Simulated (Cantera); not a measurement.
Input: 1 mol CHF3, 0.35 mol H2, equilibrated at 1.00 Torr.

Method: chemical equilibrium by Gibbs-energy minimisation in Cantera with the NASA 1993 tables (ideal gas, pure condensed phases). Candidate condensed phases: C, C6H6, C7H8, C8H18; 110 gas species. Ions and electrons are included (thermal ionisation). Gases not in the tables: C2F6 and larger saturated fluorocarbons. Equilibrium is a limit: real reactors are often held back by kinetics, nucleation or transport.

Q: Which condensed phases are stable at each of these points (T (K)): 2000, 2250, 2500, 2750, 3000, 3250, 3500, 3750, 4000, 4250, 4500, 4750, 5000?

A: 
```tsv
T (K)	condensed phases	C condensed (%)
2000	C(graphite)	62.5
2250	C(graphite)	74.4
2500	C(graphite)	89.3
2750	C(graphite)	76.7
3000	gas only	0.0
3250	gas only	0.0
3500	gas only	0.0
3750	gas only	0.0
4000	gas only	0.0
4250	gas only	0.0
4500	gas only	0.0
4750	gas only	0.0
5000	gas only	0.0
```

From 2000 K to 2750 K the condensed part is C(graphite). From 3000 K to 5000 K nothing is condensed.
